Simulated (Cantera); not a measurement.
A Cantera script and what it prints.

```python
import numpy as np
import cantera as ct

gas_names = [...]  # 113 gases of nasa_gas.yaml made of C, Cu, H, O
cond_names = """
    C(gr) C6H6(L) C7H8(L) C8H18(L),n-octa Cu(cr) Cu(L) CuO(s) CuO2H2(s) Cu2O(s) Cu2O(L) H2O(s) H2O(L)
""".split()


# ... load() reads the species with a 1 bar reference pressure and builds the phases ...
atoms = {
    'Cu2O': {'Cu': 2, 'O': 1},
    'C': {'C': 1},
    'H2': {'H': 2},
}
top_T = {'C(gr)': 4500, 'CuO(s)': 1390}  # K; cautious upper limits of use, not melting points


# ... equilibrate(T, P, feed) seeds the gas with the atoms and calls Mixture.equilibrate('TP', solver="vcs", rtol=1e-11, max_steps=5000) ...
results = []
T = 1198.15  # K
P = 8300  # Pa
for m in [0.35, 0.55, 0.85, 1.3, 2.1, 3.3, 5.1, 7.9]:
    feed = {'Cu2O': 1, 'C': m, 'H2': 18}  # mol
    mix = equilibrate(T, P, feed)
    results.append((T, P, feed, dict(zip(mix.species_names, mix.species_moles))))

top = {s: max(r[3][s] / sum(r[3][g] for g in gas_names) for r in results) for s in gas_names}
cols = sorted((s for s in top if top[s] > 0.001), key=lambda s: -top[s])[:9]
seen = [c for c in cond_names if any(r[3].get(c, 0) > 1e-12 for r in results)]
print("log10 of partial pressures in bar; condensed amounts in mol")
print(f"{'n(C)':>10s}" + "".join(f"{s[:9]:>10s}" for s in cols + seen))
for T, P, feed, n in results:
    ng = sum(n[g] for g in gas_names)
    print(f"{feed['C']:10.4g}" + "".join(f"{np.log10(max(n[s] / ng * P / 1e5, 1e-99)):10.3f}" for s in cols)
          + "".join(f"{n.get(c, 0):10.4g}" for c in seen))
```

It prints:

```
log10 of partial pressures in bar; condensed amounts in mol
      n(C)        H2        CO       H2O       CH4     C(gr)    Cu(cr)
      0.35    -1.105    -2.812    -2.538    -6.961         0         2
      0.55    -1.105    -2.617    -2.706    -6.598         0         2
      0.85    -1.104    -2.430    -3.194    -5.921         0         2
       1.3    -1.105    -2.360    -5.042    -4.005    0.2796         2
       2.1    -1.105    -2.360    -5.042    -4.005      1.08         2
       3.3    -1.105    -2.360    -5.042    -4.005      2.28         2
       5.1    -1.105    -2.360    -5.042    -4.005      4.08         2
       7.9    -1.105    -2.360    -5.042    -4.005      6.88         2
```

Equilibrium computed with Cantera from the NASA thermochemical tables; the gas is ideal and each condensed phase is pure.
